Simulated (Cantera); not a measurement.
Feed: 1 mol H2S, 0.65 mol O2, held at 1050 K and 1.70 mbar.

These are equilibrium values from Cantera (NASA tables, ideal gas, pure condensed phases), not measurements of a reactor. Candidate condensed phases: H2O, H2SO4, S; 19 gas species. Gases not in the tables: S3 to S7. Rates play no part.

Base state: H2O 0.574, S2 0.234, SO2 0.127, H2S 0.0394, H2 0.0244, S2O 0.00139, SO 0.000161, SH 9.49e-5 (mole fractions); condensed: gas only.

**Question.** What changes in the equilibrium state with this change: O2 from 0.65 to 0.022 mol?

**Answer.** 
```
species    before     after
-------  --------  --------
H2S        0.0394     0.460
H2         0.0244     0.324
S2          0.234     0.180
H2O         0.574    0.0361
SO2         0.127   2.48e-6
S2O       0.00139   5.04e-6
SO       0.000161   6.69e-7
SH        9.49e-5  0.000303
```

**Question.** What changes in the equilibrium state with this change: O2 from 0.65 to 0.17 mol?

**Answer.** 
```tsv
species	before	after
H2S	0.0394	0.314
H2O	0.574	0.261
S2	0.234	0.228
H2	0.0244	0.196
SO2	0.127	0.000400
S2O	0.00139	7.65e-5
SO	0.000161	9.01e-6
SH	9.49e-5	0.000266
```

**Question.** What changes in the equilibrium state with this change: temperature from 1050 K to 2648.15 K?

**Answer.** 
```json
[
 {"species": "H", "before": "3.07e-8", "after": "0.374"},
 {"species": "SO", "before": "0.000161", "after": "0.171"},
 {"species": "S", "before": "2.80e-7", "after": "0.115"},
 {"species": "H2O", "before": "0.574", "after": "0.0414"},
 {"species": "S2", "before": "0.234", "after": "0.00361"},
 {"species": "O", "before": "<1e-9", "after": "0.0749"},
 {"species": "OH", "before": "2.31e-9", "after": "0.0343"},
 {"species": "O2", "before": "<1e-9", "after": "0.0114"},
 {"species": "H2S", "before": "0.0394", "after": "4.25e-5"},
 {"species": "H2", "before": "0.0244", "after": "0.110"},
 {"species": "SO2", "before": "0.127", "after": "0.0602"},
 {"species": "S2O", "before": "0.00139", "after": "3.13e-5"},
 {"species": "SH", "before": "9.49e-5", "after": "0.00420"}
]
```
